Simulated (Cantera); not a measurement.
What does this Cantera script print?

```python
import numpy as np
import cantera as ct

gas_names = """
    C CH CH2 CH3 CH2OH CH3O CH4 CH3OH CN CO CO2 COOH C2 C2H CHCO,ketyl C2H2,acetylene C2H2,vinylidene
    CH2CO,ketene C2H3,vinyl CH3CN CH3CO,acetyl C2H4 C2H4O,ethylen CH3CHO,ethanal CH3COOH (HCOOH)2 C2H5
    C2H6 CH3OCH3 C2H5OH CCN CNC C2N2 C2O C3 C3H3,propargyl C3H4,allene C3H4,propyne C3H4,cyclo-
    C3H5,allyl C3H6,propylene C3H6,cyclo- C3H6O C3H7,n-propyl C3H7,i-propyl C3H8 C3H8O,1propanol
    C3H8O,2propanol C3O2 C4 C4H2 C4H4,1,3-cyclo- C4H6,butadiene C4H6,2-butyne C4H6,cyclo- C4H8,1-butene
    C4H8,cis2-buten C4H8,tr2-butene C4H8,isobutene C4H8,cyclo- (CH3COOH)2 C4H9,n-butyl C4H9,i-butyl
    C4H9,s-butyl C4H9,t-butyl C4H10,isobutane C4H10,n-butane C4N2 C5 C5H6,1,3cyclo- C5H8,cyclo-
    C5H10,1-pentene C5H10,cyclo- C5H11,pentyl C5H11,t-pentyl C5H12,n-pentane C5H12,i-pentane
    CH3C(CH3)2CH3 C6H2 C6H5,phenyl C6H5O,phenoxy C6H6 C6H5OH,phenol C6H10,cyclo- C6H12,1-hexene
    C6H12,cyclo- C6H13,n-hexyl C7H7,benzyl C7H8 C7H8O,cresol C7H14,1-heptene C7H15,n-heptyl
    C7H16,n-heptane C8H8,styrene C8H10,ethylbenz C8H16,1-octene C8H17,n-octyl C8H18,isooctane
    C8H18,n-octane C9H19,n-nonyl C10H8,naphthale C10H21,n-decyl C12H9,o-bipheny C12H10,bipheny H HCN HCO
    HCCN HNC HNCO HNO HNO2 HNO3 HO2 H2 HCHO,formaldehy HCOOH H2O H2O2 N NCO NH NH2 NH3 NH2OH NO NO2 NO3
    N2 N2H2 N2H4 N2O O OH O2 O3 Si SiC SiC2 SiC4H12 SiH SiH2 SiH3 SiH4 SiN SiO SiO2 Si2 Si2C Si2N Si3
""".split()
cond_names = """
    C(gr) C6H6(L) C7H8(L) C8H18(L),n-octa H2O(s) H2O(L) Si(cr) Si(L) SiC(b) SiO2(Lqz) SiO2(hqz) SiO2(L)
    Si2N2O(s) Si3N4(a)
""".split()


def load(file, names, dense=False):
    # The tables refer to 1 bar. Condensed volumes are neglected.
    table = {s.name: s for s in ct.Species.list_from_file(file)}
    out = []
    for n in names:
        d = dict(table[n].input_data)
        d["thermo"] = dict(d["thermo"], **{"reference-pressure": 1e5})
        if dense:
            d["equation-of-state"] = {"model": "constant-volume", "density": "1e6 g/cm^3"}
        out.append(ct.Species.from_dict(d))
    return out


gas = ct.Solution(thermo="ideal-gas", species=load("nasa_gas.yaml", gas_names))
cond = {s.name: ct.Solution(thermo="fixed-stoichiometry", species=[s], name=s.name)
        for s in load("nasa_condensed.yaml", cond_names, dense=True)}
atoms = {
    'Si3N4': {'Si': 3, 'N': 4},
    'CO2': {'C': 1, 'O': 2},
    'H2': {'H': 2},
}
top_T = {'C(gr)': 4500, 'SiC(b)': 3050, 'Si2N2O(s)': 2100, 'Si3N4(a)': 2400}  # K; cautious upper limits of use, not melting points


def equilibrate(T, P, feed):
    n = {}
    for name, mol in feed.items():
        for a, k in atoms[name].items():
            n[a] = n.get(a, 0.0) + k * mol
    gas.TPX = T, P, n
    mass = sum(n.values()) * gas.mean_molecular_weight
    gas.equilibrate("TP")
    valid = [c for c in cond.values() if c.min_temp <= T <= top_T.get(c.name, c.max_temp)]
    mix = ct.Mixture([(gas, mass / gas.mean_molecular_weight)] + [(c, 0.0) for c in valid])
    mix.T, mix.P = T, P
    mix.equilibrate("TP", solver="vcs", rtol=1e-11, max_steps=5000)
    return mix


results = []
feed = {'Si3N4': 1, 'CO2': 1.6, 'H2': 5.5}  # mol
T = 1173  # K
P = 100000  # Pa
mix = equilibrate(T, P, feed)
results.append((T, P, feed, dict(zip(mix.species_names, mix.species_moles))))
print(gas.report(threshold=1e-05))
for i in range(1, mix.n_phases):
    print(f"{mix.phase(i).name:16s} {mix.phase_moles(i):12.5e} mol")
```

It prints:

```
       temperature   1173 K
          pressure   1e+05 Pa
           density   0.067151 kg/m^3
  mean mol. weight   6.5491 kg/kmol
   phase of matter   gas

                          1 kg             1 kmol
                     ---------------   ---------------
          enthalpy        3.8146e+06        2.4982e+07  J
   internal energy        2.3254e+06        1.5229e+07  J
           entropy             28594        1.8726e+05  J/K
    Gibbs function       -2.9726e+07       -1.9468e+08  J
 heat capacity c_p            4892.7             32043  J/K
 heat capacity c_v            3623.1             23728  J/K

                      mass frac. Y      mole frac. X     chem. pot. / RT
                     ---------------   ---------------   ---------------
               CH4          0.032007          0.013066           -37.995
                CO          0.020544         0.0048034           -42.705
               HCN        8.2602e-05        2.0017e-05           -24.375
                H2           0.25228           0.81954           -18.116
               H2O        0.00038438        0.00013974           -59.058
               NH3        0.00016905        6.5008e-05           -40.728
                N2           0.69453           0.16237           -27.108
     [ +144 minor]         9.413e-06        1.9091e-06

C(gr)             1.48367e+00 mol
Si(cr)            0.00000e+00 mol
SiC(b)            0.00000e+00 mol
SiO2(hqz)         1.11190e+00 mol
Si2N2O(s)         9.44049e-01 mol
Si3N4(a)          0.00000e+00 mol
```

Equilibrium computed with Cantera from the NASA thermochemical tables; the gas is ideal and each condensed phase is pure. Mutual solubility and eutectic melting of coexisting phases are not modelled. The tables hold silica as quartz up to 1696 K and as liquid above; real silica turns to tridymite and cristobalite and melts near 1996 K.
